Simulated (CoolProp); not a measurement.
Properties of acetone along the isobar 9.98 bar (Tc = 508.1 K, pc = 46.92 bar, ω = 0.307).

The numbers come from the reference Helmholtz-energy equation of state, Lemmon 2006 in CoolProp. It is a short technical equation, of lower accuracy than the large ones.

```csv
T (K),phase,Z,cp (kJ/(kg K))
189.6,liquid,0.04078,1.994
217.3,liquid,0.03678,2.012
245,liquid,0.03376,2.041
272.7,liquid,0.03143,2.086
300.4,liquid,0.02963,2.146
328.1,liquid,0.02828,2.222
355.8,liquid,0.02730,2.316
383.5,liquid,0.02670,2.430
411.2,liquid,0.02653,2.583
439,gas,0.8383,2.092
466.7,gas,0.8765,2.022
494.4,gas,0.9024,2.018
522.1,gas,0.9210,2.043
```
